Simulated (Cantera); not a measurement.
A closed system holds: 1 mol SiH₂Cl₂, 0.0053 mol Cl₂, 69 mol N₂, at 0.133 bar.

Equilibrium computed with Cantera from the NASA thermochemical tables; the gas is ideal and each condensed phase is pure. Candidate condensed phases: NH₄Cl, Si, Si₃N₄; 28 gas species. N₂ is the only nitrogen source here; it is nearly inert below about 1500 K, so the nitride shown seldom forms there in practice. Rates play no part.

Q: What share of the Si ends up in condensed phases as a function of T (K), at 1100, 1150, 1200, 1250, 1300, 1350, 1400, 1450, 1500, 1550?

A: 
```json
[
 {"T (K)": "1100", "Si condensed (%)": "87.2", "as": "Si₃N₄(s)"},
 {"T (K)": "1150", "Si condensed (%)": "87.6", "as": "Si₃N₄(s)"},
 {"T (K)": "1200", "Si condensed (%)": "87.9", "as": "Si₃N₄(s)"},
 {"T (K)": "1250", "Si condensed (%)": "88.0", "as": "Si₃N₄(s)"},
 {"T (K)": "1300", "Si condensed (%)": "87.8", "as": "Si₃N₄(s)"},
 {"T (K)": "1350", "Si condensed (%)": "87.2", "as": "Si₃N₄(s)"},
 {"T (K)": "1400", "Si condensed (%)": "85.6", "as": "Si₃N₄(s)"},
 {"T (K)": "1450", "Si condensed (%)": "82.9", "as": "Si₃N₄(s)"},
 {"T (K)": "1500", "Si condensed (%)": "78.8", "as": "Si₃N₄(s)"},
 {"T (K)": "1550", "Si condensed (%)": "73.3", "as": "Si₃N₄(s)"}
]
```
